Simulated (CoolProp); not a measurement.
Vapour-liquid equilibrium of propylene (1) + benzene (2) at 335 K; x and y are mole fractions of (1).

Model: multi-fluid Helmholtz-energy mixture model, Lemmon 2013 and Thol 2012; pair parameters Bell 2016, in CoolProp.

**Question.** Give the bubble pressure and the first vapour's composition at x = 0.275, 0.425, 0.65. Is there an azeotrope?

**Answer.** x = 0.275: 0.8804 MPa, y = 0.938; x = 0.425: 1.236 MPa, y = 0.958; x = 0.65: 1.707 MPa, y = 0.974. No azeotrope shows between x = 0.05 and 0.95.

Pair parameters are fitted to limited data, so mixtures are less certain than the pure fluids. The gap from Raoult's law changes sign with composition, which may be real or a fault of the pair parameters; it wasn't checked against measurements.
